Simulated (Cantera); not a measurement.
Adiabatic ignition

An adiabatic, constant-pressure homogeneous reactor starts with 3.33 % CH4, 0.333 % CO, 8.03 % O2, 88.3 % N2, equivalence ratio 0.85, at 1798 K and 1.18 atm.

Detailed kinetics in Cantera: GRI-Mech 3.0 (53 species, 325 reactions).

```csv
t (s),T (K),x CH4,x CO,x O2,x NO,x CH2,x HO2,x CH2CO
6.00e-6,1798,0.0333,0.00333,0.0803,1.74e-12,4.69e-10,1.38e-6,5.49e-11
1.49e-5,1798,0.0332,0.00333,0.0803,6.17e-12,2.14e-9,3.01e-6,4.08e-10
3.69e-5,1797,0.0331,0.00333,0.0802,2.58e-11,1.44e-8,5.56e-6,5.32e-9
9.15e-5,1798,0.0319,0.00343,0.0797,1.99e-10,2.35e-7,1.48e-5,6.61e-7
0.000227,2148,<1e-12,0.0180,0.0211,2.89e-5,<1e-12,3.00e-6,<1e-12
0.000563,2314,<1e-12,0.0124,0.0177,0.000175,<1e-12,1.75e-6,<1e-12
0.00140,2406,<1e-12,0.00797,0.0152,0.000459,<1e-12,1.36e-6,<1e-12
0.00346,2434,<1e-12,0.00622,0.0141,0.000959,<1e-12,1.30e-6,<1e-12
0.00859,2433,<1e-12,0.00613,0.0136,0.00193,<1e-12,1.26e-6,<1e-12
0.0213,2430,<1e-12,0.00617,0.0129,0.00351,<1e-12,1.20e-6,<1e-12
0.0529,2427,<1e-12,0.00621,0.0123,0.00484,<1e-12,1.15e-6,<1e-12
0.131,2427,<1e-12,0.00621,0.0122,0.00513,<1e-12,1.14e-6,<1e-12
0.325,2427,<1e-12,0.00621,0.0122,0.00513,<1e-12,1.14e-6,<1e-12
0.806,2427,<1e-12,0.00621,0.0122,0.00513,<1e-12,1.14e-6,<1e-12
2.00,2427,<1e-12,0.00621,0.0122,0.00513,<1e-12,1.14e-6,<1e-12
```
x: mole fraction; the columns are a selection and need not sum to one.

The time of steepest temperature rise comes out as 0.188 ms and the temperature at 2.00 s comes out as 2427 K. The equilibrium temperature comes out as 2427 K and the x(CH4) at 2.00 s is <1e-12 (gas-phase equilibrium <1e-12). The x(CO) at 2.00 s is 0.00621 (gas-phase equilibrium 0.00621) and the x(O2) at 2.00 s is 0.0122 (gas-phase equilibrium 0.0122).
